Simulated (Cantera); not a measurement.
Cantera run, input and output.

```python
import numpy as np
import cantera as ct

gas = ct.Solution("gri30.yaml")
gas.TPX = 1475, 100000, {'CH3OH': 0.004, 'O2': 0.0048, 'N2': 1}
reactor = ct.IdealGasConstPressureReactor(gas, energy="off", clone=False)
net = ct.ReactorNet([reactor])
net.rtol, net.atol = 1e-08, 1e-18
show = ['CH3OH', 'O2', 'HO2', 'H2', 'H2O', 'NO', 'CH4']
times = np.geomspace(7e-05, 300, 9)

steps = ct.SolutionArray(gas, extra=["t"])
rows = []
print(f"{'t/s':>10s}{'T/K':>9s}{'P/Pa':>11s}" + "".join(f"{s:>11s}" for s in show))
for t in times:
    while net.time < t:
        t_next = net.step()
        steps.append(gas.state, t=t_next)
    rows.append([np.interp(t, steps.t, y) for y in (steps.T, steps.P, *steps(*show).X.T)])
    print(f"{t:10.3e}{rows[-1][0]:9.1f}{rows[-1][1]:11.4g}" + "".join(f"{x:11.3e}" for x in rows[-1][2:]))
rate = np.gradient(steps.T, steps.t)
print("integrator steps:", len(steps.t))
if steps.T.max() > steps.T[0] + 200:
    print(f"time of steepest temperature rise: {steps.t[rate.argmax()]:.4e} s")
gas.TPX = 1475, 100000, {'CH3OH': 0.004, 'O2': 0.0048, 'N2': 1}
gas.equilibrate("TP")
print(f"equilibrium (TP): T = {gas.T:.1f} K  " + "  ".join(f"{s} {gas[s].X[0]:.3e}" for s in show))
```

Result:

```
       t/s      T/K       P/Pa      CH3OH         O2        HO2         H2        H2O         NO        CH4
 7.000e-05   1475.0      1e+05  3.929e-03  4.748e-03  7.148e-06  2.397e-05  7.973e-06  2.208e-11  2.190e-07
 4.722e-04   1475.0      1e+05  2.933e-03  4.532e-03  6.809e-05  8.936e-04  2.961e-04  7.681e-10  3.965e-06
 3.185e-03   1475.0      1e+05  6.038e-17  4.788e-04  1.229e-07  1.236e-03  5.802e-03  2.832e-06  8.634e-15
 2.148e-02   1475.0      1e+05  9.108e-18  1.829e-05  4.903e-09  1.137e-03  6.635e-03  3.984e-06  1.184e-15
 1.449e-01   1475.0      1e+05  2.208e-18  2.366e-07  5.873e-11  1.172e-03  6.717e-03  3.929e-06  3.514e-16
 9.775e-01   1475.0      1e+05  1.043e-18  3.547e-09  5.080e-13  1.177e-03  6.726e-03  3.705e-06  3.379e-16
 6.593e+00   1475.0      1e+05  7.727e-19  1.216e-10  6.931e-15  1.177e-03  6.727e-03  3.397e-06  6.007e-16
 4.448e+01   1475.0      1e+05  1.071e-18  6.896e-11  3.481e-15  1.177e-03  6.728e-03  2.659e-06  3.849e-15
 3.000e+02   1475.0      1e+05  1.370e-18  6.187e-11  3.031e-15  1.176e-03  6.728e-03  1.272e-06  7.635e-15
integrator steps: 2808
equilibrium (TP): T = 1475.0 K  CH3OH 7.947e-19  O2 6.019e-11  HO2 2.925e-15  H2 1.176e-03  H2O 6.729e-03  NO 2.059e-08  CH4 1.692e-15
```

Cantera simulation using GRI-Mech 3.0 (53 species, 325 reactions); the numbers are that mechanism's predictions, not measurements. GRI-Mech 3.0 was tuned for natural gas; its chemistry of methanol as a main component is partial and can be far from experiment.
